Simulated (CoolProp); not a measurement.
Vapour-liquid equilibrium of isobutene (1) + acetone (2) at 0.36 MPa; x and y are mole fractions of (1).

Computed with CoolProp (multi-fluid Helmholtz-energy mixture model, Lemmon 2005 and Lemmon 2006; pair parameters Bell 2016).

```json
[
 {"x": "0.05", "bubble temperature (°C)": "85.5", "y at the bubble point": "0.311", "dew temperature at overall composition x (°C)": "96.8", "liquid density (mol/L)": "12.08"},
 {"x": "0.15", "bubble temperature (°C)": "[?]", "y at the bubble point": "0.638", "dew temperature at overall composition x (°C)": "[?]", "liquid density (mol/L)": "12.14"},
 {"x": "0.25", "bubble temperature (°C)": "54.2", "y at the bubble point": "0.772", "dew temperature at overall composition x (°C)": "88.3", "liquid density (mol/L)": "12.03"},
 {"x": "0.35", "bubble temperature (°C)": "47.3", "y at the bubble point": "0.834", "dew temperature at overall composition x (°C)": "83.5", "liquid density (mol/L)": "11.83"},
 {"x": "0.45", "bubble temperature (°C)": "43.0", "y at the bubble point": "0.869", "dew temperature at overall composition x (°C)": "78.2", "liquid density (mol/L)": "11.59"},
 {"x": "0.55", "bubble temperature (°C)": "40.0", "y at the bubble point": "[?]", "dew temperature at overall composition x (°C)": "72.2", "liquid density (mol/L)": "[?]"},
 {"x": "0.65", "bubble temperature (°C)": "37.8", "y at the bubble point": "[?]", "dew temperature at overall composition x (°C)": "65.0", "liquid density (mol/L)": "11.08"},
 {"x": "0.75", "bubble temperature (°C)": "35.8", "y at the bubble point": "0.928", "dew temperature at overall composition x (°C)": "56.4", "liquid density (mol/L)": "10.84"},
 {"x": "0.85", "bubble temperature (°C)": "33.8", "y at the bubble point": "0.950", "dew temperature at overall composition x (°C)": "[?]", "liquid density (mol/L)": "10.63"},
 {"x": "0.95", "bubble temperature (°C)": "31.7", "y at the bubble point": "0.980", "dew temperature at overall composition x (°C)": "33.8", "liquid density (mol/L)": "10.44"}
]
```

**Question.** Complete the blanks.

**Answer.** 
- 0.15, bubble temperature (°C): 66.0
- 0.15, dew temperature at overall composition x (°C): 92.7
- 0.55, y at the bubble point: 0.891
- 0.55, liquid density (mol/L): 11.33
- 0.65, y at the bubble point: 0.910
- 0.85, dew temperature at overall composition x (°C): 45.3

No azeotrope shows between x = 0.05 and 0.95.

The pair parameters rest on a limited set of measurements; away from them the model extrapolates.
